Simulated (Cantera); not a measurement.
Feed: 1 mol CH3SiCl3, 0.089 mol C3H8, 1100 mol H2, at 1477 °C and 0.0970 bar.

Method: chemical equilibrium by Gibbs-energy minimisation in Cantera with the NASA 1993 tables (ideal gas, pure condensed phases). Candidate condensed phases: C, C6H6, C7H8, C8H18, Si, SiC; 109 gas species. The feed counts by its element totals alone. Equilibrium is a limit: real reactors are often held back by kinetics, nucleation or transport.

What is the equilibrium state?


```
Quantity                                    Value
--------------------------------------  ---------
x(H2)                                       0.996
x(HCl)                                    0.00272
x(H)                                     0.000745
x(C2H2 (acetylene))                       8.34e-5
x(CH4)                                    7.50e-5
x(Cl)                                     1.57e-6
x(CH3)                                    1.14e-6
n(SiC(s))                               0.998 mol
gas amount                               1104 mol
log10 activity of C(graphite) (absent)      -0.07
log10 activity of Si(l) (absent)            -1.65
```
